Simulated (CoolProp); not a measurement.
Values from CoolProp's reference Helmholtz-energy equation of state, de Reuck 1990.

Q: For fluorine, give the phase and the speed of sound (m/s) at -10.15 °C and 1.12 MPa; -10.15 °C and 2.25 MPa.

A: 
- -10.15 °C and 1.12 MPa: gas; speed of sound 281
- -10.15 °C and 2.25 MPa: gas; speed of sound 280
